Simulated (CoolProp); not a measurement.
Carbonyl sulfide at several states: fugacity coefficient from the reference equation and from simpler models built on Tc = 378.8 K, pc = 6.369 MPa, ω = 0.098; each cubic takes its own stable root.

The numbers come from the reference Helmholtz-energy equation of state, Lemmon 2006 in CoolProp. It is a short technical equation, of lower accuracy than the large ones.

```csv
T (K),p (MPa),phase,reference
476.8,2.82,gas,0.9301
272,0.282,gas,0.9592
315.3,7.32,liquid,0.2455
215.3,9.77,liquid,0.009195
251.9,0.0805,gas,0.9852
```

### Question
How far does each simpler model (van der Waals, Soave-Redlich-Kwong, Peng-Robinson) lie from the reference over these 5 states: mean and median of the absolute difference, and the worst?

### Answer
- van der Waals: mean 115.6 %, median 1.3 %, worst +525.1 % at 215.3 K and 9.77 MPa
- Soave-Redlich-Kwong: mean 0.6 %, median 0.2 %, worst +2.4 % at 315.3 K and 7.32 MPa
- Peng-Robinson: mean 0.6 %, median 0.5 %, worst -1.3 % at 315.3 K and 7.32 MPa
